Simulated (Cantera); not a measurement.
A freely propagating, adiabatic, planar premixed flame of 7.14 % CH₄, 4.21 % H₂, 19.3 % O₂, 69.4 % N₂, unburnt at 675 K and 100.0 Torr; mixture-averaged transport, grid criteria slope 0.08 and curve 0.16, no radiation.

Computed with Cantera and GRI-Mech 3.0 (53 species, 325 reactions). Burning velocities carry a grid error of a few per cent, more on coarse grids.

x: mole fraction of selected species; z is measured from the peak of heat release.

```json
[
 {"z (mm)": "-5.29", "T (K)": "675", "u (m/s)": "3.07", "x CH₄": "0.0714", "x H₂": "0.0421", "x O₂": "0.193", "x O": "2.12e-8", "x NO": "<1e-8", "x C₂H": "<1e-8"},
 {"z (mm)": "-3.53", "T (K)": "676", "u (m/s)": "3.07", "x CH₄": "0.0714", "x H₂": "0.0421", "x O₂": "0.193", "x O": "…", "x NO": "<1e-8", "x C₂H": "<1e-8"},
 {"z (mm)": "-2.65", "T (K)": "679", "u (m/s)": "3.08", "x CH₄": "0.0712", "x H₂": "0.0421", "x O₂": "0.193", "x O": "1.34e-6", "x NO": "<1e-8", "x C₂H": "<1e-8"},
 {"z (mm)": "-1.76", "T (K)": "702", "u (m/s)": "3.19", "x CH₄": "0.0702", "x H₂": "0.0420", "x O₂": "0.191", "x O": "7.47e-6", "x NO": "<1e-8", "x C₂H": "<1e-8"},
 {"z (mm)": "-0.882", "T (K)": "906", "u (m/s)": "4.14", "x CH₄": "0.0590", "x H₂": "0.0418", "x O₂": "0.178", "x O": "8.89e-5", "x NO": "1.16e-7", "x C₂H": "<1e-8"},
 {"z (mm)": "-0.441", "T (K)": "…", "u (m/s)": "5.70", "x CH₄": "…", "x H₂": "0.0407", "x O₂": "…", "x O": "…", "x NO": "…", "x C₂H": "<1e-8"},
 {"z (mm)": "0", "T (K)": "1601", "u (m/s)": "7.48", "x CH₄": "0.0108", "x H₂": "0.0349", "x O₂": "0.102", "x O": "0.00246", "x NO": "1.49e-6", "x C₂H": "5.66e-8"},
 {"z (mm)": "0.441", "T (K)": "1764", "u (m/s)": "8.28", "x CH₄": "0.00130", "x H₂": "0.0248", "x O₂": "0.0698", "x O": "0.00693", "x NO": "2.93e-6", "x C₂H": "5.20e-8"},
 {"z (mm)": "0.882", "T (K)": "1800", "u (m/s)": "8.45", "x CH₄": "8.91e-5", "x H₂": "0.0187", "x O₂": "0.0564", "x O": "0.0102", "x NO": "4.00e-6", "x C₂H": "<1e-8"},
 {"z (mm)": "1.76", "T (K)": "1823", "u (m/s)": "8.54", "x CH₄": "4.16e-7", "x H₂": "0.0165", "x O₂": "0.0490", "x O": "0.0119", "x NO": "5.20e-6", "x C₂H": "<1e-8"},
 {"z (mm)": "3.53", "T (K)": "1852", "u (m/s)": "8.64", "x CH₄": "<1e-8", "x H₂": "0.0169", "x O₂": "0.0458", "x O": "0.0120", "x NO": "6.90e-6", "x C₂H": "<1e-8"},
 {"z (mm)": "7.05", "T (K)": "1891", "u (m/s)": "8.79", "x CH₄": "<1e-8", "x H₂": "0.0166", "x O₂": "0.0443", "x O": "0.0114", "x NO": "1.02e-5", "x C₂H": "<1e-8"},
 {"z (mm)": "14.1", "T (K)": "1949", "u (m/s)": "9.02", "x CH₄": "<1e-8", "x H₂": "0.0154", "x O₂": "0.0429", "x O": "0.0101", "x NO": "1.67e-5", "x C₂H": "<1e-8"}
]
```

Q: Some entries are withheld; supply them.

A: 
- -3.53, x O: 2.90e-7
- -0.441, T (K): 1234
- -0.441, x CH₄: 0.0364
- -0.441, x O₂: 0.147
- -0.441, x O: 0.000476
- -0.441, x NO: 4.80e-7
